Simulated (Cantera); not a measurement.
A perfectly stirred reactor is fed with 8.75 % H₂, 6.43 % O₂, 70.8 % N₂, 14.0 % H₂O, equivalence ratio 0.68, at 3.90 bar; it is adiabatic with a 550 K inlet, and is followed from long to short residence time, starting on the burning branch (τ in s: 0.5, 0.22, 0.1, 0.045, 0.02, 0.0092, 0.0041, 0.0019, 0.00084, 0.00038, 0.00017, 7.6e-05).

Model: the H2/O2 subset of GRI-Mech 3.0, which has no nitrogen chemistry, integrated in Cantera. The hydrogen kinetics of GRI-Mech 3.0 are dated; newer H2 mechanisms differ, most at raised pressure.

### Question
Predict: blow-out, bracketed by the residence times tried; x(H₂) at τ = 0.500 s; x(O₂) at τ = 0.500 s; x(H₂O) at τ = 0.500 s; x(H) at τ = 0.500 s; x(H₂O₂) at τ = 0.500 s; x(H₂) at τ = 4.10 ms; x(O₂) at τ = 4.10 ms; x(H₂O) at τ = 4.10 ms.

### Answer
```json
{
  "blow_out_bracketed_by_the_residence_times_tried": "burning at 0.100 s, out at 45.0 ms",
  "x(H₂) at τ = 0.500 s": "0.000900",
  "x(O₂) at τ = 0.500 s": "0.0219",
  "x(H₂O) at τ = 0.500 s": "0.237",
  "x(H) at τ = 0.500 s": "2.82e-7",
  "x(H₂O₂) at τ = 0.500 s": "1.21e-6",
  "x(H₂) at τ = 4.10 ms": "0.0875",
  "x(O₂) at τ = 4.10 ms": "0.0643",
  "x(H₂O) at τ = 4.10 ms": "0.140"
}
```
